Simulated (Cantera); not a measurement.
Charge: 1 mol Cu, 0.028 mol CO2, 12 mol N2, at 10.0 Torr.

Equilibrium computed with Cantera from the NASA thermochemical tables; the gas is ideal and each condensed phase is pure. Candidate condensed phases: C, Cu, CuO, Cu2O; 27 gas species. Equilibrium is a limit: real reactors are often held back by kinetics, nucleation or transport. All values below are at 1402 °C.

Base state: N2 0.989, Cu 0.00856, CO2 0.00217, CO 0.000140, O2 4.67e-5, NO 4.40e-5 (mole fractions); condensed: Cu(l).

**Question.** What changes in the equilibrium state with this change: 0.022 mol NH3 added?

**Answer.** 
| species | before | after |
|---|---|---|
| N2 | 0.989 | 0.986 |
| Cu | 0.00856 | 0.00856 |
| CO | 0.000140 | 0.00160 |
| H2O | 0 | 0.00159 |
| CO2 | 0.00217 | 0.000701 |
| H2 | 0 | 0.00110 |
| H | 0 | 3.33e-5 |
| O2 | 4.67e-5 | 3.77e-8 |
| Cu(l), mol | 0.896 | 0.896 |
Further candidate phases: C6H6, C7H8, C8H18, Cu(OH)2, H2O.
